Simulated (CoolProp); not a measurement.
Cyclopropane along the isotherm 166.55 °C: Z from the reference equation and from simpler models built on Tc = 125.5 °C, pc = 5.605 MPa, ω = 0.131; each cubic takes its own stable root.

The numbers come from the reference Helmholtz-energy equation of state, Polt 1992 in CoolProp. This equation is an older, rougher fit; its heat capacities, sound speeds and derivatives of the liquid may be far off and weren't checked against measurements.

```tsv
p (MPa)	phase	reference	van der Waals	Redlich-Kwong	Soave-Redlich-Kwong	Peng-Robinson
0.0266	gas	0.9988	0.9989	0.9988	0.9988	0.9987
0.0414	gas	0.9981	0.9983	0.9981	0.9982	0.9979
0.0645	gas	0.9970	0.9973	0.9970	0.9971	0.9967
0.1	gas	0.9954	0.9958	0.9954	0.9955	0.9949
0.156	gas	0.9928	0.9935	0.9928	0.9930	0.9921
0.243	gas	0.9888	0.9898	0.9888	0.9891	0.9876
0.379	gas	0.9825	0.9840	0.9825	0.9830	0.9807
0.59	gas	0.9726	0.9749	0.9727	0.9734	0.9698
0.919	gas	0.9571	0.9605	0.9571	0.9583	0.9527
1.43	gas	0.9324	0.9374	0.9323	0.9343	0.9257
2.23	gas	0.8927	0.8993	0.8921	0.8954	0.8824
3.47	gas	0.8273	0.8345	0.8256	0.8316	0.8121
5.4	gas	0.7125	0.7117	0.7084	0.7208	0.6933
8.41	supercritical	0.4866	0.4517	0.4914	0.5240	0.4931
```
